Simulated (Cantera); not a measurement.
What does this Cantera script print?

```python
import numpy as np
import cantera as ct

gas = ct.Solution("gri30.yaml")


def delay(T, t_max=10):
    gas.TPX = T, 48000, {'CH4': 1, 'H2': 0.11, 'O2': 1.58, 'N2': 8.54}
    reactor = ct.IdealGasConstPressureReactor(gas, clone=False)
    net = ct.ReactorNet([reactor])
    net.rtol, net.atol = 1e-8, 1e-16
    while net.time < t_max:
        t_old, T_old = net.time, reactor.T
        net.step()
        if reactor.T > T + 400:  # ignition: a rise of 400 K
            return t_old + (T + 400 - T_old) / (reactor.T - T_old) * (net.time - t_old)
    return np.nan


taus = []
for T in [1300, 1375, 1450, 1525, 1600, 1675, 1750]:
    taus.append(delay(T))
    print(f"T0 = {T:6g} K   tau = {taus[-1]:.4e} s")
```

Result:

```
T0 =   1300 K   tau = 1.3839e-02 s
T0 =   1375 K   tau = 6.0789e-03 s
T0 =   1450 K   tau = 2.8787e-03 s
T0 =   1525 K   tau = 1.4834e-03 s
T0 =   1600 K   tau = 8.2754e-04 s
T0 =   1675 K   tau = 4.9296e-04 s
T0 =   1750 K   tau = 3.0940e-04 s
```

Model: GRI-Mech 3.0 (53 species, 325 reactions), integrated in Cantera.
